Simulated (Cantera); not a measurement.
Feed: 1 mol Fe, 12 mol NH3, 150 mol N2, 0.41 mol H2O, equilibrated at 1 atm.

Method: chemical equilibrium by Gibbs-energy minimisation in Cantera with the NASA 1993 tables (ideal gas, pure condensed phases). Candidate condensed phases: Fe, FeO, Fe(OH)2, Fe(OH)3, Fe2O3, Fe3O4, H2O; 27 gas species. Rates play no part.

Question: Which condensed phases are stable at each of these points (T (°C)): 452, 552, 652, 752, 852, 952, 1052, 1152, 1252, 1352, 1452?

Answer: 
```tsv
T (°C)	condensed phases	Fe condensed (%)
452	Fe(α)	100.0
552	Fe(α)	100.0
652	Fe(α)	100.0
752	Fe(α)	100.0
852	Fe(α)	100.0
952	Fe(γ)	100.0
1052	Fe(γ)	100.0
1152	Fe(γ)	100.0
1252	Fe(γ)	100.0
1352	Fe(γ)	100.0
1452	Fe(δ)	99.8
```

From 452 °C to 852 °C the condensed part is Fe(α). From 952 °C to 1352 °C the condensed part is Fe(γ). At 1452 °C the condensed part is Fe(δ).
